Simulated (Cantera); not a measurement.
Cantera with NASA thermochemical tables; ideal gases at 1 bar, condensed phases pure. Values are per mole of reaction as written; species without (g) are pure solids or liquids, kept so even where they would boil at 1 bar. FeO: taken at fixed stoichiometry.

Fe + NO(g) = N(g) + FeO

```
T (K)  ΔH° (kJ)  ΔS° (J/K)  ΔG° (kJ)  log10 K
-----  --------  ---------  --------  -------
1848      131.5       -0.3     132.1    -3.73
1948      132.1        0.0     132.2    -3.54
2048      132.8        0.3     132.1    -3.37
2148      133.4        0.6     132.1    -3.21
2248          …          …         …        …
2348      134.6        1.1     131.9    -2.93
2448          …          …         …        …
2548          …          …         …        …
2648      136.3        1.8     131.5    -2.59
2748      136.8        2.0     131.3    -2.50
```

Question: Some entries are withheld; supply them.

Answer: 
- 2248, ΔH° (kJ): 134.0
- 2248, ΔS° (J/K): 0.9
- 2248, ΔG° (kJ): 132.0
- 2248, log10 K: -3.07
- 2448, ΔH° (kJ): 135.1
- 2448, ΔS° (J/K): 1.4
- 2448, ΔG° (kJ): 131.8
- 2448, log10 K: -2.81
- 2548, ΔH° (kJ): 135.7
- 2548, ΔS° (J/K): 1.6
- 2548, ΔG° (kJ): 131.6
- 2548, log10 K: -2.70
